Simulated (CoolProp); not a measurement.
Saturated liquid density (kg/m³) of R1336mzz(Z): the reference equation beside estimates from Tc = 444.5 K, pc = 29.04 bar, ω = 0.386. Rackett uses Z = 0.29056 − 0.08775 ω.

The numbers come from the reference Helmholtz-energy equation of state, McLinden 2020 in CoolProp.

```
T (K)  reference  Rackett  van der Waals  Soave-Redlich-Kwong  Peng-Robinson
-----  ---------  -------  -------------  -------------------  -------------
207.1       1582     1565          860.8                 1321           1483
218.6       1556     1540          848.9                 1305           1466
230.1       1530     1515          836.6                 1288           1448
241.6       1503     1489          823.9                 1270           1430
253.1       1476     1462          810.7                 1251           1409
264.6       1449     1435          797.1                 1231           1388
276.1       1421     1407          782.9                 1209           1365
287.6       1392     1379          768.1                 1186           1340
```

Absolute difference from the reference over all 8 rows, mean and median: Rackett 1.0 and 1.0 %, van der Waals 45.2 and 45.1 %, Soave-Redlich-Kwong 15.5 and 15.4 %, Peng-Robinson 4.8 and 4.7 %.
